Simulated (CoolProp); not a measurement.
Computed with CoolProp (reference Helmholtz-energy equation of state, Thol 2016).

Task: Give the vapour pressure (MPa), liquid density (kg/m³), liquid cp (kJ/(kg K)) of saturated hexamethyldisiloxane (MM) at 359.4, 376, 392.5 K.

Result: 
```
T (K)  p (MPa)  liquid density (kg/m³)  liquid cp (kJ/(kg K))
-----  -------  ----------------------  ---------------------
359.4   0.0657                     692                   2.07
376      0.108                     672                   2.12
392.5    0.170                     651                   2.18
```
